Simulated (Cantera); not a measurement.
An isothermal, constant-pressure homogeneous reactor starts with CH4 : H2 = 1 : 2.6 (molar parts), at 1425 K and 0.0133 bar.

Cantera simulation using GRI-Mech 3.0 (53 species, 325 reactions); the numbers are that mechanism's predictions, not measurements. GRI-Mech 3.0 stops at C3 and has no aromatics, soot or wall deposition, so with more carbon than oxygen in the feed, carbon stays in small species such as C2H2 where larger ones or solid carbon would form. Radical loss at walls, strong at low pressure, is not modelled.

Problem. Predict: x(CH4) at 6.00 s; x(H2) at 6.00 s; x(H) at 6.00 s; x(C2H4) at 6.00 s; x(CH3) at 6.00 s; x(C2H6) at 6.00 s; x(CH2) at 6.00 s.

Solution. 
```json
{
 "x(CH4) at 6.00 s": "0.257 (gas-phase equilibrium 0.00717)",
 "x(H2) at 6.00 s": "0.734 (gas-phase equilibrium 0.887)",
 "x(H) at 6.00 s": "2.29e-5 (gas-phase equilibrium 5.60e-5)",
 "x(C2H4) at 6.00 s": "0.000740 (gas-phase equilibrium 0.000772)",
 "x(CH3) at 6.00 s": "0.000161 (gas-phase equilibrium 9.09e-6)",
 "x(C2H6) at 6.00 s": "2.88e-5 (gas-phase equilibrium 1.44e-7)",
 "x(CH2) at 6.00 s": "3.52e-9 (gas-phase equilibrium 4.30e-10)"
}
```
